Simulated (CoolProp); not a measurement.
The fluid at 503.7 K and 3.14 MPa is throttled through a valve to 1.66 MPa with no heat exchange. The same conditions are run with several fluids, on thermodynamics alone (safety and materials aside).

Model: reference Helmholtz-energy equation of state of each fluid (hexamethyldisiloxane (MM): Thol 2016; propylene glycol: Eisenbach 2021; n-octane: Beckmüller 2019; dimethyl carbonate: Zhou 2011; n-decane: Lemmon 2006), in CoolProp.

Q: Rank hexamethyldisiloxane (MM), propylene glycol, n-octane, dimethyl carbonate, n-decane by temperature change (K), highest first.

A: propylene glycol (+0.2), n-decane (+0.1), n-octane (-0.4), hexamethyldisiloxane (MM) (-2.4), dimethyl carbonate (-18.4)

```json
[
 {"fluid": "hexamethyldisiloxane (MM)", "final phase": "liquid", "final density (kg/m³)": "457"},
 {"fluid": "propylene glycol", "final phase": "liquid", "final density (kg/m³)": "848"},
 {"fluid": "n-octane", "final phase": "liquid", "final density (kg/m³)": "495"},
 {"fluid": "dimethyl carbonate", "final phase": "two-phase, vapour fraction 0.167", "final density (kg/m³)": "218"},
 {"fluid": "n-decane", "final phase": "liquid", "final density (kg/m³)": "553"}
]
```
